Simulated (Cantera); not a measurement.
## Ignition delay

Mixture: CO : H₂ : CH₄ : O₂ : N₂ = 1 : 0.033 : 0.052 : 0.327 : 1.23 (molar parts), equivalence ratio 1.9, at 150000 Pa, adiabatic and at constant volume. Ignition delay is the time to a rise of 400 K.

Cantera simulation using GRI-Mech 3.0 (53 species, 325 reactions); the numbers are that mechanism's predictions, not measurements.

```csv
T0 (K),delay (ms)
1075,1.24
1150,0.564
1225,0.297
1300,0.175
1375,0.113
1450,0.0793
```

```
Item                                                    Value
--------------------------------------------------  ---------
apparent activation energy between 1300 and 1450 K  83 kJ/mol
```
